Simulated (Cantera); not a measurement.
Feed: 1 mol Cr2O3, 8.7 mol H2, 4.3 mol H2O, equilibrated at 40.0 Pa.

Cantera equilibrium calculation (NASA polynomials, part measured and part estimated; ideal gas, pure solids and liquids). Candidate condensed phases: Cr, Cr2O3, H2O; 13 gas species. Kinetics and transport are ignored. All values below are at 1648 K.

Base state: H2 0.666, H2O 0.330, H 0.00363, OH 8.09e-5, Cr 1.06e-5 (mole fractions); condensed: Cr2O3(s).

Problem. What changes in the equilibrium state with this change: Cr2O3 replaced by Fe3O4?

Solution. 
```
species         before     after
-------------  -------  --------
H2               0.666     0.583
H2O              0.330     0.409
Fe                   0   0.00441
Cr             1.06e-5         0
Fe(OH)2              0   2.30e-5
FeO                  0   2.21e-5
OH             8.09e-5  0.000107
H              0.00363   0.00340
Cr2O3(s), mol    1.000         0
FeO(s), mol          0      2.94
```
The tables' stoichiometric FeO is somewhat more stable than real wüstite, so its field is too wide. FeO: taken at fixed stoichiometry. Further candidate phases: Fe, FeO, Fe(OH)2, Fe(OH)3, Fe2O3, Fe3O4.
